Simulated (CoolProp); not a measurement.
Values from CoolProp's reference Helmholtz-energy equation of state, Penoncello 2003.

For CHF3 (R23), give the phase and the density (kg/m³), cp (kJ/(kg K)), speed of sound (m/s), expansivity (1/kK) at 275.9 K and 25400 kPa; 342.3 K and 25400 kPa; 475 K and 25400 kPa.


- 275.9 K and 25400 kPa: liquid; density 1210, cp 1.30, speed of sound 604, expansivity 3.07
- 342.3 K and 25400 kPa: supercritical; density 944, cp 1.44, speed of sound 401, expansivity 4.49
- 475 K and 25400 kPa: supercritical; density 508, cp 1.32, speed of sound 293, expansivity 3.78
